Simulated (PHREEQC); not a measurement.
Make-up at 25 °C: 0.0021 mol/kgw FeCl3, 0.077 mol/kgw NaH2PO4 and 0.036 mol/kgw NaCl. Closed to the air; pH follows from the charge balance.

All values are PHREEQC results (ion-association model, wateq4f.dat), not measurements.

Task: The ionic strength comes out as 0.119 mol/kgw. What activity coefficients do HPO4-2, H2PO4-, FeOH+2, H+, NaHPO4- get?

Result: HPO4-2 0.35, H2PO4- 0.78, FeOH+2 0.35, H+ 0.82, NaHPO4- 0.78.

This is a speciation only: nothing precipitates in the calculation. Examples of supersaturated solids here: Strengite, Fe(OH)3(a). Others may be too. Complexes and solids missing from the database can't appear. H3PO4, which wateq4f.dat lacks, is added to it with the constant of phreeqc.dat.
